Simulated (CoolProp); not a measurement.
Computed with CoolProp (reference Helmholtz-energy equation of state, Fiedler 2023).

Question: Give the vapour pressure (MPa), liquid density (kg/m³), vapour Z of saturated tetrahydrofuran at 409.8, 488.2, 517.7 K.

Answer: 
```
T (K)  p (MPa)  liquid density (kg/m³)  vapour Z
-----  -------  ----------------------  --------
409.8    0.642                     747     0.891
488.2     2.56                     617     0.693
517.7     3.89                     536     0.553
```
